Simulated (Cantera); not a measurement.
What does this Cantera script print?

```python
import numpy as np
import cantera as ct

gas = ct.Solution("h2o2.yaml")
gas.TPX = 1098, 210, {'H2': 0.014, 'O2': 0.55}
reactor = ct.IdealGasConstPressureReactor(gas, energy="off", clone=False)
net = ct.ReactorNet([reactor])
net.rtol, net.atol = 1e-08, 1e-18
show = ['H2', 'O2', 'H', 'H2O', 'HO2', 'O']
times = np.geomspace(3e-05, 3, 14)

steps = ct.SolutionArray(gas, extra=["t"])
rows = []
print(f"{'t/s':>10s}{'T/K':>9s}{'P/Pa':>11s}" + "".join(f"{s:>11s}" for s in show))
for t in times:
    while net.time < t:
        t_next = net.step()
        steps.append(gas.state, t=t_next)
    rows.append([np.interp(t, steps.t, y) for y in (steps.T, steps.P, *steps(*show).X.T)])
    print(f"{t:10.3e}{rows[-1][0]:9.1f}{rows[-1][1]:11.4g}" + "".join(f"{x:11.3e}" for x in rows[-1][2:]))
rate = np.gradient(steps.T, steps.t)
print("integrator steps:", len(steps.t))
if steps.T.max() > steps.T[0] + 200:
    print(f"time of steepest temperature rise: {steps.t[rate.argmax()]:.4e} s")
gas.TPX = 1098, 210, {'H2': 0.014, 'O2': 0.55}
gas.equilibrate("TP")
print(f"equilibrium (TP): T = {gas.T:.1f} K  " + "  ".join(f"{s} {gas[s].X[0]:.3e}" for s in show))
```

Result:

```
       t/s      T/K       P/Pa         H2         O2          H        H2O        HO2          O
 3.000e-05   1098.0        210  2.482e-02  9.752e-01  1.231e-11  4.151e-15  1.272e-11  4.118e-13
 7.273e-05   1098.0        210  2.482e-02  9.752e-01  2.856e-11  5.742e-14  3.085e-11  2.344e-12
 1.763e-04   1098.0        210  2.482e-02  9.752e-01  6.279e-11  7.528e-13  7.479e-11  1.274e-11
 4.275e-04   1098.0        210  2.482e-02  9.752e-01  1.262e-10  9.165e-12  1.814e-10  6.417e-11
 1.037e-03   1098.0        210  2.482e-02  9.752e-01  2.433e-10  9.697e-11  4.398e-10  2.930e-10
 2.513e-03   1098.0        210  2.482e-02  9.752e-01  6.080e-10  9.325e-10  1.067e-09  1.389e-09
 6.093e-03   1098.0        210  2.482e-02  9.752e-01  3.543e-09  1.211e-08  2.595e-09  1.114e-08
 1.477e-02   1098.0        210  2.482e-02  9.752e-01  1.893e-07  8.161e-07  7.018e-09  6.323e-07
 3.581e-02   1098.0        210  1.694e-02  9.690e-01  1.709e-03  6.037e-03  5.219e-07  4.310e-03
 8.683e-02   1098.0        210  2.559e-04  9.546e-01  3.086e-03  2.237e-02  4.733e-07  1.838e-02
 2.105e-01   1098.0        210  2.225e-04  9.559e-01  2.722e-03  2.264e-02  4.573e-07  1.728e-02
 5.104e-01   1098.0        210  1.920e-04  9.587e-01  2.147e-03  2.305e-02  4.375e-07  1.471e-02
 1.237e+00   1098.0        210  1.372e-04  9.636e-01  1.266e-03  2.371e-02  3.920e-07  1.029e-02
 3.000e+00   1098.0        210  6.926e-05  9.693e-01  4.429e-04  2.441e-02  3.029e-07  5.085e-03
integrator steps: 879
equilibrium (TP): T = 1098.0 K  H2 7.013e-10  O2 9.749e-01  H 1.439e-11  H2O 2.513e-02  HO2 1.318e-09  O 5.146e-08
```

Model: the H2/O2 subset of GRI-Mech 3.0, which has no nitrogen chemistry, integrated in Cantera. Radical loss at walls, strong at low pressure, is not modelled.
